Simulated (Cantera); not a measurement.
An isothermal, constant-pressure homogeneous reactor starts with H2 : O2 : N2 = 1.7 : 1 : 38 (molar parts), at 1025 K and 0.133 bar.

Cantera simulation using the H2/O2 subset of GRI-Mech 3.0, which has no nitrogen chemistry; the numbers are that mechanism's predictions, not measurements. Radical loss at walls, strong at low pressure, is not modelled. The temperature is held fixed by assumption; the heat of reaction is taken as removed at once.

x: mole fraction; the columns are a selection and need not sum to one.

```json
[
 {"t (s)": "6.00e-6", "x H2": "0.0418", "x O2": "0.0246", "x O": "<1e-12", "x H2O2": "<1e-12", "x H2O": "<1e-12", "x H": "1.16e-12", "x OH": "<1e-12"},
 {"t (s)": "4.80e-5", "x H2": "0.0418", "x O2": "0.0246", "x O": "<1e-12", "x H2O2": "<1e-12", "x H2O": "<1e-12", "x H": "9.23e-12", "x OH": "<1e-12"},
 {"t (s)": "0.000383", "x H2": "0.0418", "x O2": "0.0246", "x O": "1.35e-11", "x H2O2": "<1e-12", "x H2O": "6.78e-11", "x H": "1.23e-10", "x OH": "5.07e-12"},
 {"t (s)": "0.00306", "x H2": "0.0418", "x O2": "0.0246", "x O": "?", "x H2O2": "1.90e-10", "x H2O": "1.46e-6", "x H": "1.21e-6", "x OH": "5.25e-8"},
 {"t (s)": "0.0245", "x H2": "0.00137", "x O2": "0.00468", "x O": "?", "x H2O2": "7.92e-8", "x H2O": "0.0403", "x H": "0.00159", "x OH": "0.000162"},
 {"t (s)": "0.196", "x H2": "3.47e-5", "x O2": "0.00378", "x O": "?", "x H2O2": "6.52e-8", "x H2O": "0.0426", "x H": "4.14e-6", "x OH": "1.87e-5"},
 {"t (s)": "1.57", "x H2": "5.49e-7", "x O2": "0.00376", "x O": "?", "x H2O2": "3.70e-9", "x H2O": "0.0427", "x H": "1.01e-8", "x OH": "2.63e-6"},
 {"t (s)": "12.5", "x H2": "2.51e-8", "x O2": "0.00376", "x O": "?", "x H2O2": "2.63e-10", "x H2O": "0.0427", "x H": "1.32e-10", "x OH": "6.42e-7"},
 {"t (s)": "100", "x H2": "2.46e-9", "x O2": "0.00376", "x O": "4.47e-10", "x H2O2": "2.89e-11", "x H2O": "0.0427", "x H": "4.40e-12", "x OH": "2.08e-7"}
]
```

Question: Complete the blanks.

Answer: 
- 0.00306, x O: 1.43e-7
- 0.0245, x O: 0.000231
- 0.196, x O: 3.88e-6
- 1.57, x O: 7.14e-8
- 12.5, x O: 4.24e-9
